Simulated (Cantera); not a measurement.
Charge: 1 mol V, 3.5 mol N₂, 180 mol H₂, equilibrated at 1.00 bar.

Method: chemical equilibrium by Gibbs-energy minimisation in Cantera with the NASA 1993 tables (ideal gas, pure condensed phases). Candidate condensed phases: V, VN; 11 gas species. VN: taken at fixed stoichiometry. Condensed phases not in the tables: V₂N, N, O or C dissolved in the metal. The numbers say what is thermodynamically allowed, not how fast it happens.

Question: What share of the V ends up in condensed phases as a function of T (°C), at 575, 775, 975, 1175, 1375, 1575, 1775, 1975, 2175, 2375, 2575?

Answer: 
```tsv
T (°C)	V condensed (%)	as
575	100.0	VN(s)
775	100.0	VN(s)
975	100.0	VN(s)
1175	100.0	VN(s)
1375	100.0	VN(s)
1575	100.0	VN(s)
1775	100.0	VN(s)
1975	98.9	V(l)
2175	90.9	V(l)
2375	47.2	V(l)
2575	0.0	-
```
